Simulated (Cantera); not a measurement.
A perfectly stirred reactor is fed with 2.14 % C₃H₈, 20.5 % O₂, 77.3 % N₂, at 1.09 atm; it is adiabatic with a 425 K inlet, and is followed from long to short residence time, starting on the burning branch (τ in s: 0.02, 0.011, 0.0062, 0.0035, 0.0019, 0.0011, 0.0006, 0.00033, 0.00019, 0.0001, 5.8e-05, 3.2e-05).

Computed with Cantera and GRI-Mech 3.0 (53 species, 325 reactions). GRI-Mech 3.0 was tuned for natural gas; its chemistry of propane as a main component is partial and can be far from experiment.

x: mole fraction; the columns are a selection and need not sum to one.

```json
[
 {"τ (s)": "0.020", "T (K)": "1631", "x C₃H₈": "4.35e-6", "x O₂": "0.0967", "x CH₂": "…", "x C₂H₂": "2.00e-6", "x C₂H₄": "1.20e-5"},
 {"τ (s)": "0.011", "T (K)": "1624", "x C₃H₈": "6.34e-6", "x O₂": "0.0969", "x CH₂": "…", "x C₂H₂": "2.32e-6", "x C₂H₄": "1.66e-5"},
 {"τ (s)": "0.0062", "T (K)": "1615", "x C₃H₈": "9.12e-6", "x O₂": "0.0972", "x CH₂": "…", "x C₂H₂": "2.66e-6", "x C₂H₄": "2.28e-5"},
 {"τ (s)": "0.0035", "T (K)": "1601", "x C₃H₈": "1.32e-5", "x O₂": "0.0976", "x CH₂": "…", "x C₂H₂": "3.08e-6", "x C₂H₄": "3.15e-5"},
 {"τ (s)": "0.0019", "T (K)": "1581", "x C₃H₈": "2.03e-5", "x O₂": "0.0984", "x CH₂": "…", "x C₂H₂": "3.68e-6", "x C₂H₄": "4.54e-5"},
 {"τ (s)": "0.0011", "T (K)": "1556", "x C₃H₈": "3.11e-5", "x O₂": "0.0996", "x CH₂": "…", "x C₂H₂": "4.50e-6", "x C₂H₄": "6.58e-5"},
 {"τ (s)": "0.00060", "T (K)": "1513", "x C₃H₈": "5.54e-5", "x O₂": "0.102", "x CH₂": "…", "x C₂H₂": "6.28e-6", "x C₂H₄": "0.000111"},
 {"τ (s)": "0.00033", "T (K)": "1432", "x C₃H₈": "0.000142", "x O₂": "0.108", "x CH₂": "…", "x C₂H₂": "1.27e-5", "x C₂H₄": "0.000281"},
 {"τ (s)": "0.00019", "T (K)": "425", "x C₃H₈": "0.0214", "x O₂": "0.205", "x CH₂": "<1e-12", "x C₂H₂": "<1e-12", "x C₂H₄": "<1e-12"},
 {"τ (s)": "0.00010", "T (K)": "425", "x C₃H₈": "0.0214", "x O₂": "0.205", "x CH₂": "<1e-12", "x C₂H₂": "<1e-12", "x C₂H₄": "<1e-12"},
 {"τ (s)": "5.8e-5", "T (K)": "425", "x C₃H₈": "0.0214", "x O₂": "0.205", "x CH₂": "<1e-12", "x C₂H₂": "<1e-12", "x C₂H₄": "<1e-12"},
 {"τ (s)": "3.2e-5", "T (K)": "425", "x C₃H₈": "0.0214", "x O₂": "0.205", "x CH₂": "<1e-12", "x C₂H₂": "<1e-12", "x C₂H₄": "<1e-12"}
]
```

Some entries are withheld; supply them.


- 0.020, x CH₂: 6.28e-8
- 0.011, x CH₂: 1.05e-7
- 0.0062, x CH₂: 1.70e-7
- 0.0035, x CH₂: 2.73e-7
- 0.0019, x CH₂: 4.51e-7
- 0.0011, x CH₂: 7.08e-7
- 0.00060, x CH₂: 1.19e-6
- 0.00033, x CH₂: 2.14e-6
